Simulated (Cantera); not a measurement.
A Cantera script and what it prints.

```python
import numpy as np
import cantera as ct

gas_names = [...]  # 151 gases of nasa_gas.yaml made of C, H, N, O, Si
cond_names = """
    C(gr) C6H6(L) C7H8(L) C8H18(L),n-octa H2O(s) H2O(L) Si(cr) Si(L) SiC(b) SiO2(Lqz) SiO2(hqz) SiO2(L)
    Si2N2O(s) Si3N4(a)
""".split()


# ... load() reads the species with a 1 bar reference pressure and builds the phases ...
atoms = {
    'HMDSO': {'Si': 2, 'C': 6, 'H': 18, 'O': 1},
    'O2': {'O': 2},
    'H2': {'H': 2},
    'NO': {'N': 1, 'O': 1},
}
top_T = {'C(gr)': 4500, 'SiC(b)': 3050, 'Si2N2O(s)': 2100, 'Si3N4(a)': 2400}  # K; cautious upper limits of use, not melting points


# ... equilibrate(T, P, feed) seeds the gas with the atoms and calls Mixture.equilibrate('TP', solver="vcs", rtol=1e-11, max_steps=5000) ...
results = []
T = 550  # K
P = 10000  # Pa
for m in [6.7, 7.8, 9.1, 11, 12, 14, 17, 20, 23, 27, 31, 36, 42]:
    feed = {'HMDSO': 1, 'O2': 17, 'H2': m, 'NO': 0.13}  # mol
    mix = equilibrate(T, P, feed)
    results.append((T, P, feed, dict(zip(mix.species_names, mix.species_moles))))
    x = sorted(zip(gas.X, gas.species_names), reverse=True)
    print(f"T = {T:g} K  P = {P:g} Pa  n(H2) = {m:g} mol  gas = {mix.phase_moles(0):.4g} mol")
    print("   x: " + "  ".join(f"{s} {v:.3e}" for v, s in x if v > 1e-05))
    print("   condensed (mol): " + ("  ".join(f"{mix.phase(i).name} {mix.phase_moles(i):.4g}"
          for i in range(1, mix.n_phases) if mix.phase_moles(i) > 1e-12) or "none"))
```

Output:

```
T = 550 K  P = 10000 Pa  n(H2) = 6.7 mol  gas = 23.48 mol
   x: H2O 6.687e-01  CO2 2.555e-01  O2 7.304e-02  N2 2.768e-03
   condensed (mol): SiO2(Lqz) 2
T = 550 K  P = 10000 Pa  n(H2) = 7.8 mol  gas = 24.03 mol
   x: H2O 6.991e-01  CO2 2.497e-01  O2 4.848e-02  N2 2.705e-03
   condensed (mol): SiO2(Lqz) 2
T = 550 K  P = 10000 Pa  n(H2) = 9.1 mol  gas = 24.68 mol
   x: H2O 7.334e-01  CO2 2.431e-01  O2 2.087e-02  N2 2.634e-03
   condensed (mol): SiO2(Lqz) 2
T = 550 K  P = 10000 Pa  n(H2) = 11 mol  gas = 25.94 mol
   x: H2O 7.423e-01  CO2 2.288e-01  H2 2.394e-02  N2 2.505e-03  CH4 2.366e-03  CO 1.279e-04
   condensed (mol): SiO2(Lqz) 2
T = 550 K  P = 10000 Pa  n(H2) = 12 mol  gas = 26.58 mol
   x: H2O 7.380e-01  CO2 2.165e-01  H2 3.387e-02  CH4 9.075e-03  N2 2.444e-03  CO 1.723e-04
   condensed (mol): SiO2(Lqz) 2
T = 550 K  P = 10000 Pa  n(H2) = 14 mol  gas = 27.75 mol
   x: H2O 7.371e-01  CO2 1.923e-01  H2 4.434e-02  CH4 2.373e-02  N2 2.340e-03  CO 2.006e-04
   condensed (mol): SiO2(Lqz) 2
T = 550 K  P = 10000 Pa  n(H2) = 17 mol  gas = 29.44 mol
   x: H2O 7.394e-01  CO2 1.590e-01  H2 5.455e-02  CH4 4.466e-02  N2 2.205e-03  CO 2.033e-04
   condensed (mol): SiO2(Lqz) 2
T = 550 K  P = 10000 Pa  n(H2) = 20 mol  gas = 31.11 mol
   x: H2O 7.422e-01  CO2 1.291e-01  CH4 6.354e-02  H2 6.287e-02  N2 2.085e-03  CO 1.897e-04
   condensed (mol): SiO2(Lqz) 2
T = 550 K  P = 10000 Pa  n(H2) = 23 mol  gas = 32.79 mol
   x: H2O 7.443e-01  CO2 1.024e-01  CH4 8.038e-02  H2 7.076e-02  N2 1.978e-03  CO 1.688e-04
   condensed (mol): SiO2(Lqz) 2
T = 550 K  P = 10000 Pa  n(H2) = 27 mol  gas = 35.07 mol
   x: H2O 7.452e-01  CH4 9.977e-02  H2 8.184e-02  CO2 7.119e-02  N2 1.848e-03  CO 1.356e-04  NH3 1.063e-05
   condensed (mol): SiO2(Lqz) 2
T = 550 K  P = 10000 Pa  n(H2) = 31 mol  gas = 37.41 mol
   x: H2O 7.426e-01  CH4 1.156e-01  H2 9.525e-02  CO2 4.466e-02  N2 1.731e-03  CO 9.931e-05  NH3 1.291e-05
   condensed (mol): SiO2(Lqz) 2
T = 550 K  P = 10000 Pa  n(H2) = 36 mol  gas = 40.58 mol
   x: H2O 7.298e-01  CH4 1.292e-01  H2 1.208e-01  CO2 1.864e-02  N2 1.593e-03  CO 5.348e-05  NH3 1.768e-05
   condensed (mol): SiO2(Lqz) 2
T = 550 K  P = 10000 Pa  n(H2) = 42 mol  gas = 45.33 mol
   x: H2O 6.809e-01  H2 1.853e-01  CH4 1.294e-01  CO2 2.931e-03  N2 1.418e-03  NH3 3.172e-05  CO 1.383e-05
   condensed (mol): SiO2(Lqz) 2
```

Equilibrium computed with Cantera from the NASA thermochemical tables; the gas is ideal and each condensed phase is pure. The feed counts by its element totals alone.
